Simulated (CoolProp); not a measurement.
Vapour-liquid equilibrium of cyclohexane (1) + n-nonane (2) at 330.9 K; x and y are mole fractions of (1).

Computed with CoolProp (multi-fluid Helmholtz-energy mixture model, Zhou 2014 and Lemmon 2006; pair parameters Bell 2016).

Q: Give the bubble pressure and the first vapour's composition at x = 0.15, 0.85, 0.95. Is there an azeotrope?

A: x = 0.15: 0.1054 bar, y = 0.708; x = 0.85: 0.4104 bar, y = 0.987; x = 0.95: 0.4571 bar, y = 0.996. No azeotrope shows between x = 0.05 and 0.95.

The pair parameters rest on a limited set of measurements; away from them the model extrapolates. The gap from Raoult's law changes sign with composition, which may be real or a fault of the pair parameters; it wasn't checked against measurements.
